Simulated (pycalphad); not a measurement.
## Phase fractions of Al-1.031Cu-2.537Mg-4.475Si (wt.%)

All values are pycalphad results on the COST 507 light-alloy database (1999) (1 atm), not direct measurements. The data set is of 1999 and partly superseded. The system is extrapolated from its subsystems; higher-order compounds may be missing. Phase fractions are per mole of atoms. Kinetics are ignored, which matters at the lower temperatures.

| T (°C) | LIQUID | FCC_A1 | MG2SI | DIAMOND_A4 | ALCU_THETA |
|---|---|---|---|---|---|
| 627 | 1.000 | - | - | - | - |
| 577 | 0.412 | 0.588 | - | - | - |
| 527 | - | 0.944 | 0.034 | 0.022 | - |
| 477 | - | 0.938 | 0.037 | 0.025 | - |
| 427 | - | 0.934 | 0.039 | 0.027 | - |
| 377 | - | 0.931 | 0.041 | 0.028 | - |
| 327 | - | 0.925 | 0.042 | 0.028 | 0.005 |
| 277 | - | 0.920 | 0.042 | 0.029 | 0.009 |
| 227 | - | 0.917 | 0.042 | 0.029 | 0.011 |
| 177 | - | 0.916 | 0.042 | 0.029 | 0.012 |
| 127 | - | 0.916 | 0.042 | 0.029 | 0.013 |
| 77 | - | 0.915 | 0.042 | 0.029 | 0.013 |

Database names, with the compositions (at.%) that they take in these runs: MG2SI: Mg 67 Si 33; ALCU_THETA: Al 67 Cu 33. FCC_A1 is fcc; DIAMOND_A4 is diamond (Si).
